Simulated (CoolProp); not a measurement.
Saturation properties of acetone (Tc = 508.1 K, pc = 4692 kPa, ω = 0.307).

Model: reference Helmholtz-energy equation of state, Lemmon 2006, in CoolProp. It is a short technical equation, of lower accuracy than the large ones.

| T (K) | p (kPa) | liquid density (kg/m³) | vapour density (kg/m³) | enthalpy of vaporisation (kJ/kg) | surface tension (mN/m) |
|---|---|---|---|---|---|
| 269.5 | 7.640 | 816.0 | 0.2002 | 562.4 | 26.3 |
| 282.3 | 14.83 | 802.1 | 0.3730 | 550.0 | 24.7 |
| 295 | 26.78 | 788.1 | 0.6493 | 537.4 | 23.1 |
| 307.7 | 45.69 | 773.9 | 1.072 | 524.4 | 21.5 |
| 320.5 | 74.48 | 759.2 | 1.697 | 510.9 | 19.9 |
| 333.2 | 115.9 | 744.2 | 2.574 | 497.0 | 18.4 |
| 346 | 174.2 | 728.7 | 3.789 | 482.4 | 16.8 |
| 358.7 | 252.5 | 712.7 | 5.405 | 467.1 | 15.3 |
| 371.4 | 355.8 | 696.2 | 7.528 | 451.0 | 13.8 |
| 384.2 | 490.1 | 678.7 | 10.30 | 433.8 | 12.3 |
| 396.9 | 658.5 | 660.5 | 13.83 | 415.4 | 10.9 |
| 409.6 | 867.6 | 641.2 | 18.32 | 395.6 | 9.44 |
| 422.4 | 1126 | 620.5 | 24.08 | 373.9 | 8.03 |
| 435.1 | 1435 | 598.3 | 31.38 | 350.2 | 6.67 |

It boils at 329.2 K under 1 atm.

Surface tension comes from a separate correlation (Mulero 2012).
